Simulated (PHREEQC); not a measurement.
0.2 mol of Atacamite (Cu2(OH)3Cl) is brought to equilibrium with 1 kg of water, at 25 °C under several pressures of CO2. O2 is buffered at 0.21 atm. Solids allowed: Atacamite, Cu(OH)2, Malachite. Others were left out.

The numbers come from PHREEQC with the ion-association model, wateq4f.dat.

```tsv
log pCO2 (atm)	pH	dissolved Cu (mol/kgw)	dissolved Cl (mol/kgw)	Malachite (mol)	Cu(OH)2 (mol)
-5	6.31	0.000131	0.000238	0	0.000345
-4.5	6.31	0.000132	0.000238	0	0.000344
-4	6.15	0.000182	0.000342	0.000251	0
-3.5	5.90	0.000317	0.000616	0.000458	0
-3	5.66	0.000569	0.00112	0.000835	0
-2.5	5.41	0.00104	0.00205	0.00153	0
-2	5.17	0.00192	0.00380	0.00284	0
-1.5	4.93	0.00361	0.00712	0.00532	0
-1	4.70	0.00691	0.0136	0.0101	0
-0.5	4.46	0.0136	0.0264	0.0197	0
0	4.23	0.0273	0.0527	0.0390	0
```

Cu(OH)2 from the start (pH 6.31), last present at log pCO2 = -4.5; Malachite from log pCO2 = -4 (pH 6.15).

Complexes and solids missing from the database can't appear.
